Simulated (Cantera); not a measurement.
## Fluorocarbon and chlorocarbon gases: CF4 + F2 + H2

Input: 1 mol CF4, 0.019 mol F2, 0.86 mol H2, held at 0.300 bar.

Cantera equilibrium calculation (NASA polynomials, part measured and part estimated; ideal gas, pure solids and liquids). Candidate condensed phases: C, C6H6, C7H8, C8H18; 110 gas species. Ions and electrons are included (thermal ionisation). The tables' values for C2F4 are old estimates; treat these amounts as uncertain. Gases not in the tables: C2F6 and larger saturated fluorocarbons. Equilibrium is a limit: real reactors are often held back by kinetics, nucleation or transport.

| T (°C) | log p HF | log p F | log p H | log p CF2 | log p C | log p CF4 | log p CF | log p C3 | log p C2 | log p CF3 | n C(graphite) |
|---|---|---|---|---|---|---|---|---|---|---|---|
| 2227 | -0.72 | -1.67 | -4.93 | -1.28 | -6.78 | -1.51 | -3.15 | -6.30 | -7.34 | -2.50 | 0.222 |
| 2727 | -0.83 | -1.05 | -3.59 | -1.31 | -4.30 | -3.45 | -1.98 | -3.51 | -4.50 | -3.18 | 0.292 |
| 3227 | -0.93 | -0.89 | -2.36 | -2.07 | -2.68 | -6.14 | -1.60 | -1.99 | -2.79 | -4.69 | 0 |
| 3727 | -1.13 | -0.81 | -1.53 | -3.16 | -1.90 | -8.74 | -1.78 | -2.15 | -2.37 | -6.37 | 0 |
| 4227 | -1.64 | -0.77 | -1.21 | -4.24 | -1.50 | -11.03 | -2.15 | -2.90 | -2.46 | -7.94 | 0 |
| 4727 | -2.25 | -0.75 | -1.14 | -5.36 | -1.39 | <-12 | -2.68 | -4.12 | -2.95 | -9.46 | 0 |
log p: log10 of the partial pressure in bar; n: condensed amount in mol.

From 2227 °C to 2727 °C the condensed part is C(graphite). From 3227 °C to 4727 °C nothing is condensed. The main C-bearing gas is CF2 at 2227 °C and C at 4727 °C.
